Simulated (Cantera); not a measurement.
A closed system holds: 1 mol NiS, 37 mol H2, 66 mol N2, at 1450 °C and 2.48 Torr.

Cantera equilibrium calculation (NASA polynomials, part measured and part estimated; ideal gas, pure solids and liquids). Candidate condensed phases: Ni, NiS, NiS2, Ni3S2, Ni3S4, S; 17 gas species. Rates play no part.

**Question.** What is the equilibrium state?

**Answer.** 
```json
{
 "x(N2)": "0.637",
 "x(H2)": "0.354",
 "x(S2)": "0.00315",
 "x(H)": "0.00189",
 "x(H2S)": "0.00162",
 "x(Ni)": "0.00121",
 "x(SH)": "0.00117",
 "x(S)": "0.000379",
 "x(NiS)": "0.000191",
 "n(Ni(s))": "0.855 mol",
 "gas_amount": "103.7 mol",
 "log10 activity of NiS(l) (absent)": "-1.63",
 "log10 activity of S(l) (absent)": "-3.90",
 "log10 activity of NiS2(l) (absent)": "-5.59"
}
```
